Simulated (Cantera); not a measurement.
A perfectly stirred reactor is fed with CH4 : C2H6 : O2 : N2 : H2O = 1 : 0.71 : 3.7 : 17.8 : 0.71 (molar parts), equivalence ratio 1.2, at 10.9 atm; it is adiabatic with a 673 K inlet, and is followed from long to short residence time, starting on the burning branch (τ in s: 0.079, 0.023, 0.007, 0.0021, 0.00062, 0.00018, 5.5e-05, 1.6e-05, 4.9e-06).

Detailed kinetics in Cantera: GRI-Mech 3.0 (53 species, 325 reactions).

x: mole fraction; the columns are a selection and need not sum to one.

```csv
τ (s),T (K),x CH4,x C2H6,x O2,x CO2,x H,x N2O
0.079,2150,3.40e-5,8.87e-8,4.25e-5,0.0569,0.000257,1.30e-8
0.023,2149,___,___,___,0.0569,___,___
0.0070,2145,0.000132,8.87e-7,0.000272,0.0567,0.000420,3.63e-8
0.0021,2139,0.000211,2.63e-6,0.000642,0.0563,0.000589,6.76e-8
0.00062,2125,0.000332,7.70e-6,0.00150,0.0553,0.000847,1.19e-7
0.00018,2093,0.000635,2.48e-5,0.00382,0.0526,0.00111,1.70e-7
5.5e-5,1961,0.00252,0.000166,0.0152,0.0405,0.000795,1.55e-7
1.6e-5,673,0.0418,0.0297,0.155,<1e-12,<1e-12,<1e-12
4.9e-6,673,0.0418,0.0297,0.155,<1e-12,<1e-12,<1e-12
```

Question: Some entries are withheld; supply them.

Answer: 
- 0.023, x CH4: 7.30e-5
- 0.023, x C2H6: 2.91e-7
- 0.023, x O2: 0.000111
- 0.023, x H: 0.000320
- 0.023, x N2O: 2.06e-8
